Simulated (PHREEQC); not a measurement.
# Reverse-osmosis reject: an equilibrium model

A made-up water analysis in mmol/kgw, 25 °C, pH 6.23: Na 84.8; K 11.6; Ca 3.56; Mg 36; Cl 143; S(6) 19.8; Alkalinity (meq/kgw) 0.00628; Br 0.0283; Li 3.09.

Valence states are taken as typed.

Model: Pitzer model, pitzer.dat, run in PHREEQC.

| Item | Result |
|---|---|
| ionic strength | 0.240 mol/kgw |
| specific conductance | 16900 µS/cm |
| density | 1.005 g/cm³ |
| osmotic coefficient | 0.870 |
| charge-balance error | -1.1 % |

```csv
species,molality,activity,log γ
Cl-,0.143,0.101,-0.153
Na+,0.0848,0.0630,-0.129
Mg+2,0.0360,0.0103,-0.543
SO4-2,0.0198,0.00345,-0.759
K+,0.0116,0.00837,-0.142
Ca+2,0.00356,0.000929,-0.584
Li+,0.00309,0.00237,-0.115
```

This is a speciation only: nothing precipitates in the calculation.
